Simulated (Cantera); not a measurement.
# Equilibrium for silicon oxide and oxynitride deposition: SiF4 + O3 + H2

Input: 1 mol SiF4, 2.7 mol O3, 79 mol H2, at 0.100 bar.

Equilibrium computed with Cantera from the NASA thermochemical tables; the gas is ideal and each condensed phase is pure. Candidate condensed phases: H2O, Si, SiO2; 38 gas species. The tables hold silica as quartz up to 1696 K and as liquid above; real silica turns to tridymite and cristobalite and melts near 1996 K. The numbers say what is thermodynamically allowed, not how fast it happens.

```json
[
 {"T (K)": "973", "x H2": "0.876", "x H2O": "0.0765", "x HF": "0.0472", "x SiO": "<1e-12", "x H": "3.20e-9", "n SiO2(β-quartz)": "0.955", "n SiO2(condensed)": "0", "n SiO2(l)": "0"},
 {"T (K)": "1123", "x H2": "0.875", "x H2O": "0.0755", "x HF": "0.0489", "x SiO": "<1e-12", "x H": "1.26e-7", "n SiO2(β-quartz)": "0.991", "n SiO2(condensed)": "0", "n SiO2(l)": "0"},
 {"T (K)": "1273", "x H2": "0.875", "x H2O": "0.0754", "x HF": "0.0493", "x SiO": "8.38e-11", "x H": "2.11e-6", "n SiO2(β-quartz)": "0.998", "n SiO2(condensed)": "0", "n SiO2(l)": "0"},
 {"T (K)": "1423", "x H2": "0.875", "x H2O": "0.0753", "x HF": "0.0493", "x SiO": "1.90e-8", "x H": "1.97e-5", "n SiO2(β-quartz)": "0.999", "n SiO2(condensed)": "0", "n SiO2(l)": "0"},
 {"T (K)": "1573", "x H2": "0.875", "x H2O": "0.0753", "x HF": "0.0494", "x SiO": "1.49e-6", "x H": "0.000120", "n SiO2(β-quartz)": "1.000", "n SiO2(condensed)": "0", "n SiO2(l)": "0"},
 {"T (K)": "1723", "x H2": "0.875", "x H2O": "0.0753", "x HF": "0.0494", "x SiO": "5.28e-5", "x H": "0.000539", "n SiO2(β-quartz)": "0", "n SiO2(condensed)": "0.996", "n SiO2(l)": "0"},
 {"T (K)": "1873", "x H2": "0.872", "x H2O": "0.0761", "x HF": "0.0493", "x SiO": "0.000984", "x H": "0.00191", "n SiO2(β-quartz)": "0", "n SiO2(condensed)": "0.920", "n SiO2(l)": "0"},
 {"T (K)": "2023", "x H2": "0.851", "x H2O": "0.0846", "x HF": "0.0487", "x SiO": "0.0103", "x H": "0.00554", "n SiO2(β-quartz)": "0", "n SiO2(condensed)": "0", "n SiO2(l)": "0.152"}
]
```
x: gas mole fraction; n: condensed amount in mol.

From 973 K to 1573 K the condensed part is SiO2(β-quartz). From 1723 K to 1873 K the condensed part is SiO2(condensed). At 2023 K the condensed part is SiO2(l). The main Si-bearing gas is SiF4 at 973 K and SiO at 2023 K. The share of Si in condensed phases is highest at 1573 K (100.0 %) and lowest at 2023 K (15.2 %).
